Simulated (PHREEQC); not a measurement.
Make-up at 65 °C: 0.13 mol/kgw NH3, 0.0003 mol/kgw Na2SiO3 and 0.00016 mol/kgw K2CO3. Closed to the air; pH follows from the charge balance.

The numbers come from PHREEQC with the ion-association model, wateq4f.dat.

Q: The ionic strength comes out as 0.00241 mol/kgw. What activity coefficients do HCO3-, Na+, CO3-2, NH4+, NaCO3- get?

A: HCO3- 0.94, Na+ 0.94, CO3-2 0.79, NH4+ 0.94, NaCO3- 0.94.

This is a speciation only: nothing precipitates in the calculation. Away from 25 °C the constants follow the database's enthalpies or fits; those with neither stay at their 25 °C values.
